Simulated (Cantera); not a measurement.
Input (Python, Cantera) and output of one run.

```python
import numpy as np
import cantera as ct

gas_names = """
    C CH CH2 CH3 CH2OH CH3O CH4 CH3OH CO CO2 COOH C2 C2H CHCO,ketyl C2H2,acetylene C2H2,vinylidene
    CH2CO,ketene C2H3,vinyl CH3CO,acetyl C2H4 C2H4O,ethylen CH3CHO,ethanal CH3COOH (HCOOH)2 C2H5 C2H6
    CH3OCH3 C2H5OH C2O C3 C3H3,propargyl C3H4,allene C3H4,propyne C3H4,cyclo- C3H5,allyl C3H6,propylene
    C3H6,cyclo- C3H6O C3H7,n-propyl C3H7,i-propyl C3H8 C3H8O,1propanol C3H8O,2propanol C3O2 C4 C4H2
    C4H4,1,3-cyclo- C4H6,butadiene C4H6,2-butyne C4H6,cyclo- C4H8,1-butene C4H8,cis2-buten
    C4H8,tr2-butene C4H8,isobutene C4H8,cyclo- (CH3COOH)2 C4H9,n-butyl C4H9,i-butyl C4H9,s-butyl
    C4H9,t-butyl C4H10,isobutane C4H10,n-butane C5 C5H6,1,3cyclo- C5H8,cyclo- C5H10,1-pentene
    C5H10,cyclo- C5H11,pentyl C5H11,t-pentyl C5H12,n-pentane C5H12,i-pentane CH3C(CH3)2CH3 C6H2
    C6H5,phenyl C6H5O,phenoxy C6H6 C6H5OH,phenol C6H10,cyclo- C6H12,1-hexene C6H12,cyclo- C6H13,n-hexyl
    C7H7,benzyl C7H8 C7H8O,cresol C7H14,1-heptene C7H15,n-heptyl C7H16,n-heptane C8H8,styrene
    C8H10,ethylbenz C8H16,1-octene C8H17,n-octyl C8H18,isooctane C8H18,n-octane C9H19,n-nonyl
    C10H8,naphthale C10H21,n-decyl C12H9,o-bipheny C12H10,bipheny H HCO HO2 H2 HCHO,formaldehy HCOOH H2O
    H2O2 O OH O2 O3 Pb PbO Pb2
""".split()
cond_names = """
    C(gr) C6H6(L) C7H8(L) C8H18(L),n-octa H2O(s) H2O(L) Pb(cr) Pb(L) PbO(rd) PbO(yw) PbO(L) PbO2(s)
    Pb3O4(s)
""".split()


def load(file, names, dense=False):
    # The tables refer to 1 bar. Condensed volumes are neglected.
    table = {s.name: s for s in ct.Species.list_from_file(file)}
    out = []
    for n in names:
        d = dict(table[n].input_data)
        d["thermo"] = dict(d["thermo"], **{"reference-pressure": 1e5})
        if dense:
            d["equation-of-state"] = {"model": "constant-volume", "density": "1e6 g/cm^3"}
        out.append(ct.Species.from_dict(d))
    return out


gas = ct.Solution(thermo="ideal-gas", species=load("nasa_gas.yaml", gas_names))
cond = {s.name: ct.Solution(thermo="fixed-stoichiometry", species=[s], name=s.name)
        for s in load("nasa_condensed.yaml", cond_names, dense=True)}
atoms = {
    'PbO': {'Pb': 1, 'O': 1},
    'CO': {'C': 1, 'O': 1},
    'H2': {'H': 2},
}
top_T = {'C(gr)': 4500, 'Pb3O4(s)': 820}  # K; cautious upper limits of use, not melting points


def equilibrate(T, P, feed):
    n = {}
    for name, mol in feed.items():
        for a, k in atoms[name].items():
            n[a] = n.get(a, 0.0) + k * mol
    gas.TPX = T, P, n
    mass = sum(n.values()) * gas.mean_molecular_weight
    gas.equilibrate("TP")
    valid = [c for c in cond.values() if c.min_temp <= T <= top_T.get(c.name, c.max_temp)]
    mix = ct.Mixture([(gas, mass / gas.mean_molecular_weight)] + [(c, 0.0) for c in valid])
    mix.T, mix.P = T, P
    mix.equilibrate("TP", solver="vcs", rtol=1e-11, max_steps=5000)
    return mix


results = []
feed = {'PbO': 1, 'CO': 0.6, 'H2': 0.2}  # mol
P = 13332.2  # Pa
for T in [1050, 1125, 1200, 1275, 1350, 1425, 1500, 1575]:
    mix = equilibrate(T, P, feed)
    results.append((T, P, feed, dict(zip(mix.species_names, mix.species_moles))))

top = {s: max(r[3][s] / sum(r[3][g] for g in gas_names) for r in results) for s in gas_names}
cols = sorted((s for s in top if top[s] > 0.0001), key=lambda s: -top[s])[:6]
seen = [c for c in cond_names if any(r[3].get(c, 0) > 1e-12 for r in results)]
print("log10 of partial pressures in bar; condensed amounts in mol")
print(f"{'T/K':>10s}" + "".join(f"{s[:9]:>10s}" for s in cols + seen))
for T, P, feed, n in results:
    ng = sum(n[g] for g in gas_names)
    print(f"{T:10.4g}" + "".join(f"{np.log10(max(n[s] / ng * P / 1e5, 1e-99)):10.3f}" for s in cols)
          + "".join(f"{n.get(c, 0):10.4g}" for c in seen))
```

It prints:

```
log10 of partial pressures in bar; condensed amounts in mol
       T/K       CO2        Pb       H2O       PbO        CO       Pb2     Pb(L)   PbO(yw)    PbO(L)
      1050    -1.000    -4.332    -1.477    -5.830    -4.828    -9.526    0.7996    0.2001         0
      1125    -1.001    -3.723    -1.478    -4.919    -4.611    -8.507    0.7987    0.2001         0
      1200    -1.003    -3.192    -1.480    -4.166    -4.382    -7.620    0.7958         0    0.1999
      1275    -1.007    -2.724    -1.484    -3.538    -4.149    -6.841     0.788         0    0.1988
      1350    -1.020    -2.310    -1.497    -2.984    -3.949    -6.152    0.7684         0    0.1943
      1425    -1.051    -1.941    -1.528    -2.493    -3.787    -5.538    0.7215         0    0.1796
      1500    -1.126    -1.610    -1.603    -2.054    -3.687    -4.988    0.6015         0    0.1312
      1575    -1.299    -1.311    -1.775    -1.767    -3.593    -4.492    0.2152         0         0
```

Equilibrium computed with Cantera from the NASA thermochemical tables; the gas is ideal and each condensed phase is pure. Each liquid is taken as pure. Mutual solubility and eutectic melting of coexisting phases are not modelled. Gases not in the tables: (PbO)n polymers.
